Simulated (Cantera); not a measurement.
Charge: 1 mol SiO₂, 1.8 mol F₂, at 1650 K and 0.100 bar.

Cantera equilibrium calculation (NASA polynomials, part measured and part estimated; ideal gas, pure solids and liquids). Candidate condensed phases: Si, SiO₂; 17 gas species. The tables hold silica as quartz up to 1696 K and as liquid above; real silica turns to tridymite and cristobalite and melts near 1996 K. Equilibrium is a limit: real reactors are often held back by kinetics, nucleation or transport.

### Question
What is the equilibrium state?

### Answer
| Item | Value |
|---|---|
| x(SiF₄) | 0.500 |
| x(O₂) | 0.500 |
| x(O) | 5.79e-5 |
| x(F) | 1.08e-5 |
| x(SiF₃) | 6.10e-6 |
| n(SiO₂(β-quartz)) | 0.100 mol |
| gas amount | 1.800 mol |
| log10 activity of Si(s) (absent) | -18.26 |
